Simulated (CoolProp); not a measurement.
c-C4F8 (RC318) along the isobar 594 kPa: density (kg/m³) from the reference equation and from simpler models built on Tc = 115.2 °C, pc = 2778 kPa, ω = 0.355; each cubic takes its own stable root.

Model: reference Helmholtz-energy equation of state, Platzer 1990, in CoolProp. This equation is an older, rougher fit; its heat capacities, sound speeds and derivatives of the liquid may be far off and weren't checked against measurements.

```tsv
T (°C)	phase	reference
-27.85	liquid	1692
-12.35	liquid	1640
3.25	liquid	1584
18.85	liquid	1525
34.45	liquid	1461
49.95	gas	52.32
65.55	gas	48.33
81.15	gas	45.13
96.75	gas	42.45
112.35	gas	40.15
127.85	gas	38.16
```

Problem. How far does each simpler model (Redlich-Kwong, Peng-Robinson) lie from the reference over these 11 states: mean and median of the absolute difference, and the worst?

Solution. 
- Redlich-Kwong: mean 13.0 %, median 2.0 %, worst -96.2 % at 34.45 °C and 594 kPa
- Peng-Robinson: mean 3.5 %, median 1.2 %, worst +6.8 % at -12.35 °C and 594 kPa

At some of these states Redlich-Kwong gives the other phase, because its saturation line lies elsewhere.
